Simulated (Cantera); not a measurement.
Low-pressure radical oxidation in H2/O2

A perfectly stirred reactor is fed with 14.5 % H2, 85.5 % O2, equivalence ratio 0.085, at 1330 Pa; it is held at 1000 K, and followed from long to short residence time.

Computed with Cantera and the H2/O2 subset of GRI-Mech 3.0, which has no nitrogen chemistry. Radical loss at walls, strong at low pressure, is not modelled. The temperature is held fixed by assumption; the heat of reaction is taken as removed at once.

```
τ (s)       x H2   x O2       x O  x H2O       x H    x HO2      x OH
------  --------  -----  --------  -----  --------  -------  --------
16      0.000192  0.843  0.000231  0.156   1.78e-5  2.75e-6  0.000249
6.3     0.000343  0.843  0.000425  0.156   4.51e-5  4.00e-6  0.000343
2.4     0.000616  0.842  0.000790  0.156  0.000118  5.59e-6  0.000484
0.94     0.00107  0.842   0.00142  0.155  0.000299  7.37e-6  0.000683
0.36     0.00187  0.840   0.00255  0.153  0.000772  9.28e-6  0.000982
0.14     0.00321  0.838   0.00443  0.151   0.00193  1.10e-5   0.00141
0.055    0.00545  0.834   0.00742  0.146   0.00466  1.24e-5   0.00203
0.021    0.00939  0.827    0.0120  0.137    0.0108  1.32e-5   0.00288
0.0082    0.0160  0.818    0.0175  0.123    0.0217  1.31e-5   0.00386
0.0032    0.0279  0.811    0.0213  0.101    0.0340  1.22e-5   0.00478
```
x: mole fraction; the columns are a selection and need not sum to one.
